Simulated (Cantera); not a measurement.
Feed: 1 mol B₂O₃, 1.9 mol NF₃, 2 mol O₂, 90 mol HCl.

Method: chemical equilibrium by Gibbs-energy minimisation in Cantera with the NASA 1993 tables (ideal gas, pure condensed phases). Candidate condensed phases: B, BN, B₂O₃, B₃O₃H₃, H₂O, NH₄Cl; 75 gas species. The tables' values for BCl₂, BF₂ are old estimates. Rates play no part.

Task: What condenses at these points (T in °C, P in Pa): (952, 1); (1077, 1); (877, 100000); (1002, 3.6); (977, 13)?

Result: 
| T (°C) | P in Pa | condensed phases | B condensed (%) |
|---|---|---|---|
| 952 | 1 | gas only | 0.0 |
| 1077 | 1 | gas only | 0.0 |
| 877 | 100000 | B₂O₃ | 38.7 |
| 1002 | 3.6 | gas only | 0.0 |
| 977 | 13 | gas only | 0.0 |
